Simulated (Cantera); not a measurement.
Input: 1 mol SiCl4, a varied amount of O3, equilibrated at 1775 K and 1.00 bar.

Method: chemical equilibrium by Gibbs-energy minimisation in Cantera with the NASA 1993 tables (ideal gas, pure condensed phases). Candidate condensed phases: Si, SiO2; 15 gas species. The tables hold silica as quartz up to 1696 K and as liquid above; real silica turns to tridymite and cristobalite and melts near 1996 K. Rates play no part.

Q: What share of the Si ends up in condensed phases as a function of n(O3) (mol), at 0.067, 0.12, 0.2, 0.34, 0.59, 1, 1.7, 3?

A: 
| n(O3) (mol) | Si condensed (%) | as |
|---|---|---|
| 0.067 | 10.0 | SiO2(condensed) |
| 0.12 | 18.0 | SiO2(condensed) |
| 0.2 | 30.0 | SiO2(condensed) |
| 0.34 | 51.0 | SiO2(condensed) |
| 0.59 | 88.5 | SiO2(condensed) |
| 1 | 100.0 | SiO2(condensed) |
| 1.7 | 100.0 | SiO2(condensed) |
| 3 | 100.0 | SiO2(condensed) |
